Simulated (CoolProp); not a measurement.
Saturated liquid density (kg/m³) of R142b: the reference equation beside estimates from Tc = 410.3 K, pc = 4.055 MPa, ω = 0.232. Rackett uses Z = 0.29056 − 0.08775 ω.

Computed with CoolProp (reference Helmholtz-energy equation of state, Lemmon 2006). It is a short technical equation, of lower accuracy than the large ones.

```csv
T (K),reference,Rackett,van der Waals,Redlich-Kwong,Soave-Redlich-Kwong,Peng-Robinson
208.8,1312,1286,779.2,1156,1178,1326
223.4,1281,1257,763.1,1129,1154,1300
238,___,1228,746.2,1101,___,1273
252.6,1218,1197,728.4,1070,1101,1243
267.2,1185,1165,709.6,1037,1070,1210
281.8,1151,1131,689.6,1002,1037,1174
296.4,1116,1095,668.2,964.3,1001,1134
311,1078,1058,645.3,___,961.4,1090
325.6,1037,1018,620.4,878.4,___,1041
340.2,993.0,974.0,593.0,829.2,867.6,984.7
354.8,944.0,925.5,562.5,774.2,811.1,920.1
369.4,887.6,870.1,527.5,711.5,745.3,844.1
```

**Question.** What belongs in the gaps?

**Answer.** 
- 238, reference: 1250
- 238, Soave-Redlich-Kwong: 1128
- 311, Redlich-Kwong: 923.2
- 325.6, Soave-Redlich-Kwong: 917.2

Absolute difference from the reference over all 12 rows, mean and median: Rackett 1.8 and 1.9 %, van der Waals 40.3 and 40.2 %, Redlich-Kwong 14.2 and 13.3 %, Soave-Redlich-Kwong 11.2 and 10.3 %, Peng-Robinson 1.8 and 1.7 %.
